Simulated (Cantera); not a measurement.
Mixture: CH4 : O2 : N2 = 1 : 2.13 : 8 (molar parts), equivalence ratio 0.94, at 3.06 atm, adiabatic and at constant pressure. Ignition delay is the time to a rise of 400 K.

Detailed kinetics in Cantera: GRI-Mech 3.0 (53 species, 325 reactions).

Question: What does this change do: 0.04 parts C2H6 added?

Answer: 
```tsv
quantity	before	after
delay at 1150 K	31.1 ms	11.4 ms
delay at 1250 K	8.18 ms	3.51 ms
delay at 1350 K	2.42 ms	1.14 ms
delay at 1450 K	0.802 ms	0.389 ms
delay at 1550 K	0.296 ms	0.145 ms
delay at 1650 K	0.123 ms	60.8 µs
apparent activation energy between 1450 and 1650 K	190 kJ/mol	180 kJ/mol
```

Question: What does this change do: pressure from 3.06 atm to 2.37 atm?

Answer: 
```
quantity                                                before       after
--------------------------------------------------  ----------  ----------
delay at 1150 K                                        31.1 ms     40.4 ms
delay at 1250 K                                        8.18 ms     10.4 ms
delay at 1350 K                                        2.42 ms     3.01 ms
delay at 1450 K                                       0.802 ms    0.983 ms
delay at 1550 K                                       0.296 ms    0.361 ms
delay at 1650 K                                       0.123 ms    0.151 ms
apparent activation energy between 1450 and 1650 K  190 kJ/mol  190 kJ/mol
```
